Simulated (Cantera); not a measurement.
A closed system holds: 1 mol MgCO₃, 3.4 mol CO₂, 15 mol O₂, equilibrated at 0.200 bar.

Cantera equilibrium calculation (NASA polynomials, part measured and part estimated; ideal gas, pure solids and liquids). Candidate condensed phases: C, Mg, MgCO₃, MgO; 15 gas species. Equilibrium is a limit: real reactors are often held back by kinetics, nucleation or transport.

Question: At 2023 K, list the 4 most abundant gas species with their mole fractions, and the condensed phases.

Answer: O₂ 0.772, CO₂ 0.226, O 0.00157, CO 0.000918. Condensed: MgO(s).
